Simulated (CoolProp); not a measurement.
R1234yf along the isotherm 136.85 °C: density (kg/m³) from the reference equation and from simpler models built on Tc = 94.7 °C, pc = 3384 kPa, ω = 0.276; each cubic takes its own stable root.

Values from CoolProp's reference Helmholtz-energy equation of state, Lemmon 2022.

```json
[
 {"p (kPa)": "769", "phase": "gas", "reference": "27.26", "van der Waals": "27.19", "Redlich-Kwong": "27.31", "Soave-Redlich-Kwong": "27.20", "Peng-Robinson": "27.42"},
 {"p (kPa)": "1540", "phase": "gas", "reference": "58.27", "van der Waals": "58.09", "Redlich-Kwong": "58.56", "Soave-Redlich-Kwong": "57.98", "Peng-Robinson": "58.94"},
 {"p (kPa)": "2310", "phase": "gas", "reference": "94.19", "van der Waals": "94.20", "Redlich-Kwong": "95.06", "Soave-Redlich-Kwong": "93.33", "Peng-Robinson": "95.73"},
 {"p (kPa)": "3080", "phase": "gas", "reference": "137.0", "van der Waals": "138.6", "Redlich-Kwong": "139.3", "Soave-Redlich-Kwong": "135.0", "Peng-Robinson": "139.7"},
 {"p (kPa)": "3850", "phase": "supercritical", "reference": "189.9", "van der Waals": "198.2", "Redlich-Kwong": "195.5", "Soave-Redlich-Kwong": "185.3", "Peng-Robinson": "193.6"},
 {"p (kPa)": "4620", "phase": "supercritical", "reference": "258.1", "van der Waals": "289.7", "Redlich-Kwong": "270.5", "Soave-Redlich-Kwong": "247.3", "Peng-Robinson": "260.6"},
 {"p (kPa)": "5380", "phase": "supercritical", "reference": "346.6", "van der Waals": "392.2", "Redlich-Kwong": "363.5", "Soave-Redlich-Kwong": "320.2", "Peng-Robinson": "339.4"},
 {"p (kPa)": "6150", "phase": "supercritical", "reference": "451.3", "van der Waals": "452.2", "Redlich-Kwong": "449.7", "Soave-Redlich-Kwong": "395.7", "Peng-Robinson": "421.9"},
 {"p (kPa)": "6920", "phase": "supercritical", "reference": "542.0", "van der Waals": "489.4", "Redlich-Kwong": "512.7", "Soave-Redlich-Kwong": "460.1", "Peng-Robinson": "493.6"},
 {"p (kPa)": "7690", "phase": "supercritical", "reference": "607.1", "van der Waals": "516.4", "Redlich-Kwong": "559.3", "Soave-Redlich-Kwong": "511.1", "Peng-Robinson": "551.4"},
 {"p (kPa)": "8460", "phase": "supercritical", "reference": "653.7", "van der Waals": "537.5", "Redlich-Kwong": "595.9", "Soave-Redlich-Kwong": "551.9", "Peng-Robinson": "598.0"}
]
```
